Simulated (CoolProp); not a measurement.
Vapour-liquid equilibrium of R152A (1) + isobutene (2) at 200.5 K; x and y are mole fractions of (1).

Computed with CoolProp (multi-fluid Helmholtz-energy mixture model, Outcalt 1996 and Lemmon 2005; pair parameters Bell 2016).

| x | bubble pressure, mixture model (kPa) | bubble pressure, Raoult's law (kPa) | y, mixture model | y, Raoult's law |
|---|---|---|---|---|
| 0.05 | 4.052 | 3.009 | 0.332 | 0.105 |
| 0.125 | 5.251 | 3.270 | 0.514 | 0.241 |
| 0.2 | 5.964 | 3.531 | 0.593 | 0.358 |
| 0.275 | (withheld) | 3.792 | 0.635 | 0.458 |
| 0.35 | 6.629 | 4.053 | 0.661 | 0.545 |
| 0.425 | 6.777 | 4.314 | 0.678 | 0.622 |
| 0.5 | 6.872 | 4.575 | 0.691 | 0.690 |
| 0.575 | 6.940 | 4.836 | 0.704 | 0.751 |
| 0.65 | 6.991 | 5.096 | 0.719 | 0.805 |
| 0.725 | 7.021 | 5.357 | (withheld) | 0.854 |
| 0.8 | (withheld) | 5.618 | (withheld) | 0.899 |
| 0.875 | (withheld) | 5.879 | (withheld) | 0.940 |
| 0.95 | 6.650 | 6.140 | 0.906 | 0.977 |

Task: Some entries are withheld; supply them.

Result: 
- 0.275, bubble pressure, mixture model (kPa): 6.383
- 0.725, y, mixture model: 0.740
- 0.8, bubble pressure, mixture model (kPa): 7.009
- 0.8, y, mixture model: 0.771
- 0.875, bubble pressure, mixture model (kPa): 6.913
- 0.875, y, mixture model: 0.821

The largest gap from Raoult's law is +68.9 % in bubble pressure, at x = 0.2. y crosses x between x = 0.725 and 0.8: the model has an azeotrope there.

Pair parameters are fitted to limited data, so mixtures are less certain than the pure fluids. With so large a gap from Raoult's law the liquid may split in two, which this calculation doesn't test in full.
